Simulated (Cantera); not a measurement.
A freely propagating, adiabatic, planar premixed flame of 5.90 % CH4, 1.36 % C2H6, 1.12 % C3H8, 14.7 % O2, 72.5 % N2, 4.36 % H2O, equivalence ratio 1.5, unburnt at 648 K and 100.0 Torr; mixture-averaged transport, grid criteria slope 0.08 and curve 0.16, no radiation.

Detailed kinetics in Cantera: GRI-Mech 3.0 (53 species, 325 reactions). GRI-Mech 3.0 was tuned for natural gas; its chemistry of propane as a main component is partial and can be far from experiment. Burning velocities carry a grid error of a few per cent, more on coarse grids.

Predict: laminar burning velocity; thermal thickness; peak x(O); peak x(C2H4); peak x(HCN).


* **laminar burning velocity**: 71.4 cm/s
* **thermal thickness**: 3.81 mm
* **peak x(O)**: 0.000191
* **peak x(C2H4)**: 0.00618
* **peak x(HCN)**: 3.52e-5
